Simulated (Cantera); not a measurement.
A closed system holds: 1 mol CuF2, a varied amount of H2, held at 1900 °C and 0.930 bar.

These are equilibrium values from Cantera (NASA tables, ideal gas, pure condensed phases), not measurements of a reactor. Candidate condensed phases: Cu, CuF2; 15 gas species. Kinetics and transport are ignored.

What share of the Cu ends up in condensed phases as a function of n(H2) (mol), at 1.2, 2.7, 6, 13, 30, 67, 150?


```tsv
n(H2) (mol)	Cu condensed (%)	as
1.2	92.4	Cu(l)
2.7	90.9	Cu(l)
6	84.2	Cu(l)
13	69.5	Cu(l)
30	33.8	Cu(l)
67	0.0	-
150	0.0	-
```
